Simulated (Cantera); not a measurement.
An isothermal, constant-pressure homogeneous reactor starts with H2 : O2 : H2O = 0.0095 : 1 : 0.0062 (molar parts), equivalence ratio 0.0047, at 925 K and 20.0 Torr.

Cantera simulation using GRI-Mech 3.0 (53 species, 325 reactions); the numbers are that mechanism's predictions, not measurements. Radical loss at walls, strong at low pressure, is not modelled. Below about 950 K walls govern HO2 and H2O2 in real vessels.

x: mole fraction; the columns are a selection and need not sum to one.

```json
[
 {"t (s)": "3.00e-6", "x H2": "0.00935", "x O2": "0.985", "x H": "<1e-12", "x O": "<1e-12", "x H2O": "0.00610", "x H2O2": "<1e-12", "x OH": "<1e-12"},
 {"t (s)": "9.17e-6", "x H2": "0.00935", "x O2": "0.985", "x H": "<1e-12", "x O": "<1e-12", "x H2O": "0.00610", "x H2O2": "<1e-12", "x OH": "<1e-12"},
 {"t (s)": "2.80e-5", "x H2": "0.00935", "x O2": "0.985", "x H": "<1e-12", "x O": "<1e-12", "x H2O": "0.00610", "x H2O2": "<1e-12", "x OH": "<1e-12"},
 {"t (s)": "8.57e-5", "x H2": "0.00935", "x O2": "0.985", "x H": "1.19e-12", "x O": "<1e-12", "x H2O": "0.00610", "x H2O2": "<1e-12", "x OH": "<1e-12"},
 {"t (s)": "0.000262", "x H2": "0.00935", "x O2": "0.985", "x H": "2.49e-12", "x O": "3.27e-12", "x H2O": "0.00610", "x H2O2": "<1e-12", "x OH": "2.65e-12"},
 {"t (s)": "0.000801", "x H2": "0.00935", "x O2": "0.985", "x H": "6.54e-12", "x O": "2.12e-11", "x H2O": "0.00610", "x H2O2": "<1e-12", "x OH": "1.28e-11"},
 {"t (s)": "0.00245", "x H2": "0.00935", "x O2": "0.985", "x H": "5.34e-11", "x O": "2.74e-10", "x H2O": "0.00610", "x H2O2": "<1e-12", "x OH": "1.30e-10"},
 {"t (s)": "0.00749", "x H2": "0.00935", "x O2": "0.985", "x H": "2.01e-8", "x O": "1.10e-7", "x H2O": "0.00610", "x H2O2": "<1e-12", "x OH": "5.03e-8"},
 {"t (s)": "0.0229", "x H2": "0.00127", "x O2": "0.982", "x H": "0.000444", "x O": "0.00193", "x H2O": "0.0138", "x H2O2": "2.74e-7", "x OH": "0.000459"},
 {"t (s)": "0.0700", "x H2": "5.29e-5", "x O2": "0.984", "x H": "6.59e-6", "x O": "0.000226", "x H2O": "0.0154", "x H2O2": "5.89e-8", "x OH": "6.09e-5"},
 {"t (s)": "0.214", "x H2": "7.30e-6", "x O2": "0.984", "x H": "2.87e-7", "x O": "3.02e-5", "x H2O": "0.0155", "x H2O2": "3.07e-8", "x OH": "1.98e-5"},
 {"t (s)": "0.654", "x H2": "1.10e-6", "x O2": "0.984", "x H": "1.48e-8", "x O": "4.13e-6", "x H2O": "0.0155", "x H2O2": "1.49e-8", "x OH": "7.50e-6"},
 {"t (s)": "2.00", "x H2": "___", "x O2": "0.984", "x H": "9.64e-10", "x O": "___", "x H2O": "0.0155", "x H2O2": "___", "x OH": "___"}
]
```

Task: Complete the blanks.

Result: 
- 2.00, x H2: 1.29e-7
- 2.00, x O: 6.61e-7
- 2.00, x H2O2: 5.74e-9
- 2.00, x OH: 3.07e-6
